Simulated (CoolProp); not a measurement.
Vapour-liquid equilibrium of propane (1) + R114 (2) at 43.45 °C; x and y are mole fractions of (1).

Computed with CoolProp (multi-fluid Helmholtz-energy mixture model, Lemmon 2009 and Platzer 1990; pair parameters Bell 2016). This equation is an older, rougher fit; its heat capacities, sound speeds and derivatives of the liquid may be far off and weren't checked against measurements.

Problem. Give the bubble pressure and the first vapour's composition at x = 0.35, 0.45, 0.75. Is there an azeotrope?

Solution. x = 0.35: 8.144 bar, y = 0.646; x = 0.45: 9.210 bar, y = 0.719; x = 0.75: 12.23 bar, y = 0.881. No azeotrope shows between x = 0.05 and 0.95.

Pair parameters are fitted to limited data, so mixtures are less certain than the pure fluids.
